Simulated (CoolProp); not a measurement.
Vapour-liquid equilibrium of isobutene (1) + ethanol (2) at 107.45 °C; x and y are mole fractions of (1).

Model: multi-fluid Helmholtz-energy mixture model, Lemmon 2005 and Schroeder 2014; pair parameters Bell 2016, in CoolProp.

| x | bubble pressure, mixture model (kPa) | bubble pressure, Raoult's law (kPa) | y, mixture model | y, Raoult's law |
|---|---|---|---|---|
| 0.05 | ___ | 378.6 | 0.468 | 0.278 |
| 0.125 | 886.9 | 515.0 | 0.680 | 0.511 |
| 0.2 | 1168 | 651.3 | ___ | 0.647 |
| 0.275 | 1376 | 787.7 | 0.801 | 0.735 |
| 0.35 | 1517 | 924.0 | 0.823 | 0.798 |
| 0.425 | 1609 | 1060 | 0.837 | 0.844 |
| 0.5 | 1671 | 1197 | 0.846 | 0.880 |
| 0.575 | 1723 | 1333 | ___ | 0.908 |
| 0.65 | 1774 | 1469 | ___ | 0.931 |
| 0.725 | ___ | 1606 | 0.878 | 0.951 |
| 0.8 | ___ | 1742 | 0.898 | 0.967 |
| 0.875 | 1979 | 1878 | 0.926 | 0.981 |
| 0.95 | 2057 | 2015 | 0.966 | 0.993 |

Q: Complete the blanks.

A: 
- 0.05, bubble pressure, mixture model (kPa): 541.1
- 0.2, y, mixture model: 0.761
- 0.575, y, mixture model: 0.855
- 0.65, y, mixture model: 0.865
- 0.725, bubble pressure, mixture model (kPa): 1833
- 0.8, bubble pressure, mixture model (kPa): 1902

The largest gap from Raoult's law is +79.3 % in bubble pressure, at x = 0.2. No azeotrope shows between x = 0.05 and 0.95.

Pair parameters are fitted to limited data, so mixtures are less certain than the pure fluids. With so large a gap from Raoult's law the liquid may split in two, which this calculation doesn't test in full.
